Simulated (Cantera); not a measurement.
Input (Python, Cantera):

```python
import numpy as np
import cantera as ct

surf = ct.Interface("diamond.yaml", "diamond_100")
gas, bulk = surf.adjacent["gas"], surf.adjacent["diamond"]
k = surf.kinetics_species_index(bulk.species_names[0])
cover = ["c6HH", "c6H*", "c6*H", "c6**", "c6HM", "c6B"]

rows, drift = [], 0.0
print(f"{'xH':>10s}{'um/h':>11s}" + "".join(f"{s:>11s}" for s in cover))
for v in [0.0001, 0.00025, 0.00061, 0.0015, 0.0038, 0.0094, 0.023, 0.058, 0.14]:
    T, P, xH, xCH3 = 900, 6900, v, 2.7e-05
    gas.TPX = T, P, {"H": xH, "CH3": xCH3, "CH4": 0.0026, "H2": 1 - xH - xCH3 - 0.0026}
    surf.TP = bulk.TP = T, P
    surf.coverages = "c6H*:0.1, c6HH:0.9"
    surf.advance_coverages(100.0)
    before = surf.coverages
    surf.advance_coverages(100.0)
    drift = max(drift, np.max(np.abs(surf.coverages - before) / (surf.coverages + 1e-9)))
    rate = surf.net_production_rates[k] * bulk.mean_molecular_weight / bulk.density * 3.6e9
    rows.append([rate, *surf[cover].coverages])
    print(f"{v:10.4g}{rate:11.4e}" + "".join(f"{x:11.3e}" for x in rows[-1][1:]))
```

Result:

```
        xH       um/h       c6HH       c6H*       c6*H       c6**       c6HM        c6B
    0.0001 3.8913e-01  5.694e-01  8.238e-03  2.307e-01  2.527e-03  1.521e-01  1.056e-09
   0.00025 4.8696e-01  6.304e-01  9.366e-03  2.622e-01  3.433e-03  7.606e-02  1.321e-09
   0.00061 5.4115e-01  6.638e-01  9.975e-03  2.792e-01  3.959e-03  3.462e-02  1.468e-09
    0.0015 5.6735e-01  6.799e-01  1.027e-02  2.872e-01  4.219e-03  1.476e-02  1.540e-09
    0.0038 5.7906e-01  6.871e-01  1.043e-02  2.907e-01  4.338e-03  5.945e-03  1.571e-09
    0.0094 5.8387e-01  6.900e-01  1.055e-02  2.921e-01  4.392e-03  2.423e-03  1.584e-09
     0.023 5.8616e-01  6.911e-01  1.075e-02  2.925e-01  4.428e-03  9.936e-04  1.591e-09
     0.058 5.8820e-01  6.916e-01  1.120e-02  2.923e-01  4.479e-03  3.949e-04  1.596e-09
      0.14 5.9243e-01  6.917e-01  1.223e-02  2.913e-01  4.583e-03  1.643e-04  1.608e-09
```

Computed with Cantera and the Harris–Goodwin 1993 mechanism for the reconstructed diamond (100) surface.
